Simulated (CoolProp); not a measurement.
A single-stage vapour-compression cycle with CH2F2 (R32): evaporating at 236.15 K (dew point), condensing at 289.15 K (bubble point), superheat 8 K, subcooling 0 K, compressor efficiency 0.8, no pressure losses. Each further row changes one setting.

Computed with CoolProp (reference Helmholtz-energy equation of state, Tillner-Roth 1997).

```
case                              cooling COP  pressure ratio  discharge temperature (K)  refrigerating effect (kJ/kg)  volumetric capacity (kJ/m³)
--------------------------------  -----------  --------------  -------------------------  ----------------------------  ---------------------------
as stated                                2.73            6.50                      374.6                           282                         1550
evaporating temperature 241.15 K         3.15            5.24                      364.6                           284                         1920
condensing temperature 284.15 K          3.10            5.62                      363.5                           291                         1600
subcooling 5 K                           2.82            6.50                      374.6                           291                         1600
superheat 18 K                           2.69            6.50                      387.7                           291                         1530
compressor efficiency 0.7                2.39            6.50                      388.5                           282                         1550
```
